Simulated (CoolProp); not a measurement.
Cyclopropane at 286.86 K and 0.352 MPa is compressed adiabatically to 1.78 MPa with isentropic efficiency 0.75. Each further row changes one setting.

Values from CoolProp's reference Helmholtz-energy equation of state, Polt 1992. This equation is an older, rougher fit.

```
case             work (kJ/kg)  final temperature (K)  final density (kg/m³)
---------------  ------------  ---------------------  ---------------------
as stated                 124                  382.9                   27.3
efficiency 1             93.3                  367.5                   29.2
efficiency 0.65           144                  392.3                   26.2
```
